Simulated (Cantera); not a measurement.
Feed: 1 mol Si, 9.7 mol H2, 1.4 mol Cl2, equilibrated at 750 °C and 0.133 bar.

These are equilibrium values from Cantera (NASA tables, ideal gas, pure condensed phases), not measurements of a reactor. Candidate condensed phases: Si; 19 gas species. The tables' values for SiCl3 are old estimates; treat these amounts as uncertain. Kinetics and transport are ignored.

Base state: H2 0.913, SiCl4 0.0467, HCl 0.0191, SiHCl3 0.0188, SiCl3 0.00125, SiH2Cl2 0.000842, SiCl2 0.000712 (mole fractions); condensed: Si(s).

### Question
What changes in the equilibrium state with this change: pressure from 0.133 bar to 0.960 bar?

### Answer
| species | before | after |
|---|---|---|
| H2 | 0.913 | 0.915 |
| SiCl4 | 0.0467 | 0.0417 |
| SiHCl3 | 0.0188 | 0.0284 |
| HCl | 0.0191 | 0.0114 |
| SiH3Cl | 9.70e-6 | 4.17e-5 |
| SiCl2 | 0.000712 | 0.000251 |
| Si(s), mol | 0.289 | 0.241 |

### Question
What changes in the equilibrium state with this change: H2 from 9.7 to 0.32 mol?

### Answer
```json
[
 {"species": "SiCl4", "before": "0.0467", "after": "0.626"},
 {"species": "H2", "before": "0.913", "after": "0.270"},
 {"species": "SiHCl3", "before": "0.0188", "after": "0.0718"},
 {"species": "HCl", "before": "0.0191", "after": "0.0199"},
 {"species": "SiCl3", "before": "0.00125", "after": "0.00879"},
 {"species": "SiCl2", "before": "0.000712", "after": "0.00261"},
 {"species": "SiH2Cl2", "before": "0.000842", "after": "0.000913"},
 {"species": "Si(s), mol", "before": "0.289", "after": "0.283"}
]
```
